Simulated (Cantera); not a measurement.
Charge: 1 mol CaSO4, a varied amount of H2, 0.24 mol H2O, held at 1598 K and 1330 Pa.

Method: chemical equilibrium by Gibbs-energy minimisation in Cantera with the NASA 1993 tables (ideal gas, pure condensed phases). Candidate condensed phases: Ca, CaO, Ca(OH)2, CaS, CaSO4, H2O, H2SO4, S; 25 gas species. Mutual solubility and eutectic melting of coexisting phases are not modelled. Rates play no part.

x: gas mole fraction; n: condensed amount in mol.

```json
[
 {"n(H2) (mol)": "0.56", "x H2O": "0.396", "x SO2": "0.495", "x H2": "6.74e-5", "x O2": "0.108", "x S2": "<1e-12", "x SO": "2.02e-5", "n CaO(s)": "1.000", "n CaS(s)": "0"},
 {"n(H2) (mol)": "0.86", "x H2O": "(withheld)", "x SO2": "0.460", "x H2": "(withheld)", "x O2": "(withheld)", "x S2": "(withheld)", "x SO": "(withheld)", "n CaO(s)": "1.000", "n CaS(s)": "0"},
 {"n(H2) (mol)": "1.2", "x H2O": "0.547", "x SO2": "0.391", "x H2": "0.0464", "x O2": "4.36e-7", "x S2": "0.00587", "x SO": "0.00795", "n CaO(s)": "1.000", "n CaS(s)": "0"},
 {"n(H2) (mol)": "1.5", "x H2O": "0.573", "x SO2": "0.315", "x H2": "0.0755", "x O2": "1.81e-7", "x S2": "0.0221", "x SO": "0.00994", "n CaO(s)": "1.000", "n CaS(s)": "0"},
 {"n(H2) (mol)": "1.7", "x H2O": "0.588", "x SO2": "0.272", "x H2": "0.0913", "x O2": "1.31e-7", "x S2": "0.0317", "x SO": "0.0101", "n CaO(s)": "1.000", "n CaS(s)": "0"},
 {"n(H2) (mol)": "2", "x H2O": "0.608", "x SO2": "(withheld)", "x H2": "(withheld)", "x O2": "(withheld)", "x S2": "(withheld)", "x SO": "0.00972", "n CaO(s)": "0.991", "n CaS(s)": "(withheld)"},
 {"n(H2) (mol)": "2.3", "x H2O": "0.637", "x SO2": "0.182", "x H2": "0.126", "x O2": "8.07e-8", "x S2": "0.0373", "x SO": "0.00861", "n CaO(s)": "0.907", "n CaS(s)": "0.0933"},
 {"n(H2) (mol)": "2.6", "x H2O": "0.660", "x SO2": "0.151", "x H2": "0.139", "x O2": "7.12e-8", "x S2": "0.0329", "x SO": "0.00760", "n CaO(s)": "0.823", "n CaS(s)": "0.177"},
 {"n(H2) (mol)": "2.9", "x H2O": "0.679", "x SO2": "0.124", "x H2": "0.152", "x O2": "6.25e-8", "x S2": "0.0289", "x SO": "0.00667", "n CaO(s)": "0.742", "n CaS(s)": "0.258"},
 {"n(H2) (mol)": "3.2", "x H2O": "0.692", "x SO2": "0.101", "x H2": "0.166", "x O2": "5.45e-8", "x S2": "0.0252", "x SO": "0.00582", "n CaO(s)": "0.663", "n CaS(s)": "0.337"},
 {"n(H2) (mol)": "3.5", "x H2O": "0.701", "x SO2": "0.0816", "x H2": "0.181", "x O2": "4.72e-8", "x S2": "0.0218", "x SO": "0.00504", "n CaO(s)": "0.586", "n CaS(s)": "0.414"},
 {"n(H2) (mol)": "3.8", "x H2O": "0.706", "x SO2": "0.0648", "x H2": "0.197", "x O2": "4.05e-8", "x S2": "0.0187", "x SO": "0.00432", "n CaO(s)": "0.513", "n CaS(s)": "0.487"}
]
```

Question: Some entries are withheld; supply them.

Answer: 
- 0.86, x H2O: 0.506
- 0.86, x H2: 0.000159
- 0.86, x O2: 0.0320
- 0.86, x S2: 1.51e-12
- 0.86, x SO: 3.45e-5
- 2, x SO2: 0.219
- 2, x H2: 0.113
- 2, x O2: 9.11e-8
- 2, x S2: 0.0421
- 2, n CaS(s): 0.00882
